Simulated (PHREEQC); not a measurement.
Solution (20 °C): 0.18 mol NH3 per kg of water. Closed to the air; pH follows from the charge balance.

Computed with PHREEQC (ion-association model, phreeqc.dat).

```
quantity                   before     after
------------------------  -------  --------
pH                          11.41     10.90
ionic strength (mol/kgw)  0.00183  0.000563
NH4+ (mol/kgw)            0.00183  0.000563
```

### Question
Which change was made?
A) temperature from 20 to 85 °C
B) NH3 from 0.18 to 0.018 mol/kgw
C) NH3 from 0.18 to 0.036 mol/kgw
D) NH3 replaced by NH4HCO3 at the same molality
E) NH3 from 0.18 to 0.162 mol/kgw

### Answer
B, NH3 from 0.18 to 0.018 mol/kgw

Precipitation was switched off in this run.
